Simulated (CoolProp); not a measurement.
A closed Brayton cycle with nitrogen: compressor inlet 313.15 K and 6.5 MPa, high pressure 19.8 MPa, turbine inlet 880 K, compressor efficiency 0.89, turbine efficiency 0.9, recuperator effectiveness 0 (on enthalpy, no pinch check). Each further row changes one setting.

The numbers come from the reference Helmholtz-energy equation of state, Span 2000 in CoolProp.

```csv
case,thermal efficiency (%),net work (kJ/kg),compressor to turbine work,compressor exit (K),turbine exit (K)
as stated,19.1,94.3,0.60,447.3,676.6
turbine inlet 830 K,18.6,80.8,0.64,447.3,636.4
compressor inlet 323.15 K,18.8,89.5,0.62,461.4,676.6
high pressure 16.8 MPa,17.0,87.7,0.57,424.7,703.4
recuperator effectiveness 0.5,25.7,94.3,0.60,447.3,676.6
```
